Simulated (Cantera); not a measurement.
An isothermal, constant-pressure homogeneous reactor starts with CO : O₂ : H₂O : N₂ = 0.017 : 0.01 : 0.0018 : 1 (molar parts), at 1275 K and 3.20 bar.

Detailed kinetics in Cantera: GRI-Mech 3.0 (53 species, 325 reactions).

x: mole fraction; the columns are a selection and need not sum to one.

```csv
t (s),x CO,x O₂,x H₂O,x OH,x H₂O₂,x NO
0.000300,0.0165,0.00972,0.00175,2.54e-9,<1e-12,<1e-12
0.000782,0.0165,0.00972,0.00175,5.47e-8,9.24e-11,<1e-12
0.00204,0.0154,0.00910,0.00169,2.13e-5,6.53e-8,1.82e-8
0.00531,[?],[?],0.00168,[?],6.08e-8,[?]
0.0138,0.00137,0.00215,0.00173,1.52e-5,2.34e-8,1.17e-6
0.0361,[?],0.00160,0.00175,[?],[?],1.31e-6
0.0940,3.88e-5,0.00149,0.00176,3.33e-6,1.22e-9,1.34e-6
0.245,4.57e-6,0.00147,0.00176,1.54e-6,2.54e-10,1.35e-6
0.638,5.21e-7,0.00147,0.00176,7.61e-7,6.22e-11,1.37e-6
1.66,9.00e-8,0.00147,0.00176,3.88e-7,1.62e-11,1.38e-6
4.34,2.82e-8,0.00147,0.00176,2.44e-7,6.41e-12,1.39e-6
11.3,2.25e-8,0.00147,0.00176,2.25e-7,5.47e-12,1.39e-6
29.4,2.25e-8,0.00147,0.00176,2.25e-7,5.46e-12,1.39e-6
76.7,2.25e-8,0.00147,0.00176,2.25e-7,5.46e-12,1.39e-6
200,2.25e-8,0.00147,0.00176,2.25e-7,5.46e-12,1.39e-6
```

**Question.** Complete the blanks.

**Answer.** 
- 0.00531, x CO: 0.00588
- 0.00531, x O₂: 0.00437
- 0.00531, x OH: 2.80e-5
- 0.00531, x NO: 7.25e-7
- 0.0361, x CO: 0.000257
- 0.0361, x OH: 7.08e-6
- 0.0361, x H₂O₂: 5.86e-9
